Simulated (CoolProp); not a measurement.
Saturated liquid density (kg/m³) of CF4 (R14): the reference equation beside estimates from Tc = 227.4 K, pc = 3.762 MPa, ω = 0.178. Rackett uses Z = 0.29056 − 0.08775 ω.

The numbers come from the reference Helmholtz-energy equation of state, Platzer 1990 in CoolProp. This equation is an older, rougher fit; its heat capacities, sound speeds and derivatives of the liquid may be far off and weren't checked against measurements.

```json
[
 {"T (K)": "141.4", "reference": "1623", "Rackett": "1694", "van der Waals": "1063", "Redlich-Kwong": "1561", "Soave-Redlich-Kwong": "1592", "Peng-Robinson": "1798"},
 {"T (K)": "148", "reference": "1588", "Rackett": "1657", "van der Waals": "1041", "Redlich-Kwong": "1521", "Soave-Redlich-Kwong": "1555", "Peng-Robinson": "1758"},
 {"T (K)": "154.7", "reference": "1551", "Rackett": "1618", "van der Waals": "1016", "Redlich-Kwong": "1479", "Soave-Redlich-Kwong": "1515", "Peng-Robinson": "1715"},
 {"T (K)": "161.4", "reference": "1513", "Rackett": "1578", "van der Waals": "991.0", "Redlich-Kwong": "1434", "Soave-Redlich-Kwong": "1472", "Peng-Robinson": "1668"},
 {"T (K)": "168.1", "reference": "1473", "Rackett": "1535", "van der Waals": "964.1", "Redlich-Kwong": "1386", "Soave-Redlich-Kwong": "1426", "Peng-Robinson": "1616"},
 {"T (K)": "174.7", "reference": "1432", "Rackett": "1491", "van der Waals": "935.8", "Redlich-Kwong": "1335", "Soave-Redlich-Kwong": "1376", "Peng-Robinson": "1561"},
 {"T (K)": "181.4", "reference": "1387", "Rackett": "1444", "van der Waals": "905.1", "Redlich-Kwong": "1280", "Soave-Redlich-Kwong": "1322", "Peng-Robinson": "1500"},
 {"T (K)": "188.1", "reference": "1340", "Rackett": "1393", "van der Waals": "871.8", "Redlich-Kwong": "1220", "Soave-Redlich-Kwong": "1262", "Peng-Robinson": "1432"},
 {"T (K)": "194.8", "reference": "1288", "Rackett": "1337", "van der Waals": "835.4", "Redlich-Kwong": "1154", "Soave-Redlich-Kwong": "1195", "Peng-Robinson": "1356"},
 {"T (K)": "201.4", "reference": "1230", "Rackett": "1276", "van der Waals": "795.5", "Redlich-Kwong": "1083", "Soave-Redlich-Kwong": "1122", "Peng-Robinson": "1271"},
 {"T (K)": "208.1", "reference": "1164", "Rackett": "1206", "van der Waals": "749.4", "Redlich-Kwong": "1000", "Soave-Redlich-Kwong": "1036", "Peng-Robinson": "1171"}
]
```

Absolute difference from the reference over all 11 rows, mean and median: Rackett 4.1 and 4.1 %, van der Waals 34.8 and 34.7 %, Redlich-Kwong 7.6 and 6.8 %, Soave-Redlich-Kwong 4.9 and 3.9 %, Peng-Robinson 7.7 and 9.0 %.
